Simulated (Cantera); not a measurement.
A closed system holds: 1 mol Cu₂O, 1.8 mol C, 0.096 mol CO, equilibrated at 32.0 mbar.

These are equilibrium values from Cantera (NASA tables, ideal gas, pure condensed phases), not measurements of a reactor. Candidate condensed phases: C, Cu, CuO, Cu₂O; 15 gas species. Equilibrium is a limit: real reactors are often held back by kinetics, nucleation or transport. All values below are at 2400 K.

Base state: Cu 0.644, CO 0.355, Cu₂ 0.00177 (mole fractions); condensed: C(graphite).

Task: What changes in the equilibrium state with this change: C from 1.8 to 0.71 mol?

Result: 
| species | before | after |
|---|---|---|
| Cu | 0.644 | 0.705 |
| CO | 0.355 | 0.193 |
| CO₂ | 2.14e-8 | 0.0931 |
| O₂ | <1e-9 | 0.00327 |
| O | <1e-9 | 0.00277 |
| CuO | <1e-9 | 0.000556 |
| Cu₂ | 0.00177 | 0.00213 |
| C(graphite), mol | 0.800 | 0 |
